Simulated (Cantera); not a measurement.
A Cantera script and its output.

```python
import numpy as np
import cantera as ct

gas = ct.Solution("gri30.yaml")
gas.TPX = 798, 101325, {'H2': 1, 'O2': 1.22, 'N2': 4.59}
inlet = ct.Reservoir(gas, clone=True)
gas.equilibrate("HP")  # start burning
reactor = ct.IdealGasConstPressureReactor(gas, energy="on", clone=False)
exhaust = ct.Reservoir(gas, clone=True)
tau = [0.055, 0.029, 0.015, 0.0078, 0.0041, 0.0021, 0.0011, 0.00058, 0.0003, 0.00016, 8.3e-05, 4.3e-05, 2.3e-05][0]
for a, b in ((inlet, reactor), (reactor, exhaust)):
    ct.MassFlowController(a, b, mdot=lambda t: reactor.mass / tau)
net = ct.ReactorNet([reactor])
show = ['H2', 'O2', 'HO2', 'O', 'N2O', 'NO']

rows = []
print(f"{'tau/s':>10s}{'T/K':>9s}" + "".join(f"{s:>11s}" for s in show))
for tau in [0.055, 0.029, 0.015, 0.0078, 0.0041, 0.0021, 0.0011, 0.00058, 0.0003, 0.00016, 8.3e-05, 4.3e-05, 2.3e-05]:
    net.initial_time = 0.0
    net.advance(30 * tau)
    before = gas.X
    net.advance(40 * tau)
    drift = np.max(np.abs(gas.X - before) / (gas.X + 1e-9))
    rows.append([gas.T, *gas[show].X, drift])
    print(f"{tau:10.3e}{gas.T:9.1f}" + "".join(f"{x:11.3e}" for x in gas[show].X))
```

It prints:

```
     tau/s      T/K         H2         O2        HO2          O        N2O         NO
 5.500e-02   1868.7  2.087e-04  1.134e-01  2.143e-06  2.878e-04  5.031e-07  3.565e-05
 2.900e-02   1865.0  3.112e-04  1.133e-01  2.792e-06  4.270e-04  6.013e-07  2.987e-05
 1.500e-02   1859.4  4.756e-04  1.131e-01  3.859e-06  6.524e-04  6.700e-07  2.523e-05
 7.800e-03   1851.6  7.268e-04  1.128e-01  5.476e-06  9.984e-04  6.830e-07  2.122e-05
 4.100e-03   1840.5  1.099e-03  1.125e-01  7.806e-06  1.512e-03  6.447e-07  1.786e-05
 2.100e-03   1823.9  1.676e-03  1.121e-01  1.124e-05  2.303e-03  5.720e-07  1.528e-05
 1.100e-03   1801.0  2.488e-03  1.117e-01  1.576e-05  3.397e-03  4.906e-07  1.394e-05
 5.800e-04   1769.3  3.618e-03  1.113e-01  2.151e-05  4.866e-03  4.119e-07  1.367e-05
 3.000e-04   1724.5  5.219e-03  1.110e-01  2.875e-05  6.787e-03  3.386e-07  1.403e-05
 1.600e-04   1668.1  7.294e-03  1.111e-01  3.677e-05  8.883e-03  2.768e-07  1.413e-05
 8.300e-05   1593.8  1.038e-02  1.119e-01  4.630e-05  1.098e-02  2.181e-07  1.299e-05
 4.300e-05   1502.5  1.552e-02  1.145e-01  5.764e-05  1.223e-02  1.600e-07  1.002e-05
 2.300e-05   1393.9  2.599e-02  1.206e-01  7.217e-05  1.141e-02  9.877e-08  5.815e-06
```

Detailed kinetics in Cantera: GRI-Mech 3.0 (53 species, 325 reactions).
